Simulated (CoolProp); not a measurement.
Vapour-liquid equilibrium of C2F6 (R116) (1) + R143a (2) at 245.5 K; x and y are mole fractions of (1).

The numbers come from the multi-fluid Helmholtz-energy mixture model, Lemmon 2006 and Lemmon and Jacobsen 2000; pair parameters Bell 2016 in CoolProp.

```
x     bubble pressure (bar)  y at the bubble point  dew pressure at overall composition x (bar)  liquid density (mol/L)
----  ---------------------  ---------------------  -------------------------------------------  ----------------------
0.05                  3.155                  0.268                                        2.477                   12.99
0.2                   4.973                  0.573                                        2.909                   12.33
0.35                  6.125                  0.685                                        3.509                   11.71
0.5                   6.876                  0.750                                        4.389                   11.13
0.65                  7.427                  0.803                                        5.733                   10.61
0.8                   7.877                  0.865                                        7.400                   10.17
0.95                  8.194                  0.956                                        8.182                   9.838
```

No azeotrope shows between x = 0.05 and 0.95.

Pair parameters are fitted to limited data, so mixtures are less certain than the pure fluids.
